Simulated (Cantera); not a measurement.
Si2H6 + O2 (silicon oxide and oxynitride deposition)

A closed system holds: 1 mol Si2H6, 0.066 mol O2, held at 0.00133 bar.

These are equilibrium values from Cantera (NASA tables, ideal gas, pure condensed phases), not measurements of a reactor. Candidate condensed phases: H2O, Si, SiO2; 18 gas species. The feed counts by its element totals alone. Mutual solubility and eutectic melting of coexisting phases are not modelled. The tables hold silica as quartz up to 1696 K and as liquid above; real silica turns to tridymite and cristobalite and melts near 1996 K. Gases not in the tables: Si2H6 and higher silanes. Rates play no part.

```
T (K)   x H2      x Si       x H   x SiO     x SiH  n Si(s)  n SiO2(β-quartz)  n Si(l)
-----  -----  --------  --------  ------  --------  -------  ----------------  -------
1350   0.981   1.50e-7   6.47e-5  0.0185   3.45e-8     1.91            0.0377        0
1450   0.958   2.31e-6  0.000253  0.0421   3.28e-7     1.87                 0        0
1550   0.957   2.49e-5  0.000844  0.0421   2.34e-6     1.87                 0        0
1650   0.955  0.000201   0.00243  0.0421   1.31e-5     1.87                 0        0
1750   0.951   0.00113   0.00621  0.0420   5.30e-5        0                 0     1.86
1850   0.939   0.00484    0.0143  0.0416  0.000170        0                 0     1.85
1950   0.911    0.0179    0.0300  0.0407  0.000476        0                 0     1.81
2050   0.844    0.0580    0.0571  0.0384   0.00118        0                 0     1.66
```
x: gas mole fraction; n: condensed amount in mol.

At 1350 K the condensed part is Si(s) + SiO2(β-quartz). From 1450 K to 1650 K the condensed part is Si(s). From 1750 K to 2050 K the condensed part is Si(l). The main Si-bearing gas is SiO at 1350 K and Si at 2050 K. The share of Si in condensed phases is highest at 1350 K (97.2 %) and lowest at 2050 K (82.9 %).
